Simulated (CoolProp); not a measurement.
Vapour-liquid equilibrium of carbon dioxide (1) + ethane (2) at -41.05 °C; x and y are mole fractions of (1).

Values from CoolProp's multi-fluid Helmholtz-energy mixture model, Span 1996 and Bücker 2006; pair parameters Kunz 2012.

```
x     bubble pressure (kPa)  y at the bubble point  dew pressure at overall composition x (kPa)  liquid density (mol/L)
----  ---------------------  ---------------------  -------------------------------------------  ----------------------
0.05                  833.6             (withheld)                                        781.7                   16.08
0.15                  969.5             (withheld)                                        849.2                   16.50
0.25                   1069                  0.415                                   (withheld)                   16.98
0.35                   1136                  0.494                                         1011                   17.56
0.45                   1177                  0.552                                         1099                   18.25
0.55                   1199                  0.600                                         1176              (withheld)
0.65                   1205                  0.643                                         1205              (withheld)
0.75                   1194                  0.691                                         1162                   21.31
0.85             (withheld)                  0.758                                   (withheld)                   22.76
0.95                   1060                  0.882                                   (withheld)                   24.49
```

Question: Complete the blanks.

Answer: 
- 0.05, y at the bubble point: 0.128
- 0.15, y at the bubble point: 0.303
- 0.25, dew pressure at overall composition x (kPa): 925.7
- 0.55, liquid density (mol/L): 19.08
- 0.65, liquid density (mol/L): 20.09
- 0.85, bubble pressure (kPa): 1157
- 0.85, dew pressure at overall composition x (kPa): 1086
- 0.95, dew pressure at overall composition x (kPa): 1005

y crosses x between x = 0.55 and 0.65: the model has an azeotrope there.

The pair parameters rest on a limited set of measurements; away from them the model extrapolates.
